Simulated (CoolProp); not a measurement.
Computed with CoolProp (reference Helmholtz-energy equation of state, Lemmon 2006). It is a short technical equation, of lower accuracy than the large ones.

Q: For carbonyl sulfide, give the phase and the Z, expansivity (1/kK), fugacity coefficient at -4.95 °C and 6.4 bar; 85.65 °C and 6.4 bar; 115.95 °C and 6.4 bar.

A: 
- -4.95 °C and 6.4 bar: liquid; Z 0.0161, expansivity 2.36, fugacity coefficient 0.802
- 85.65 °C and 6.4 bar: gas; Z 0.959, expansivity 3.17, fugacity coefficient 0.961
- 115.95 °C and 6.4 bar: gas; Z 0.968, expansivity 2.84, fugacity coefficient 0.969
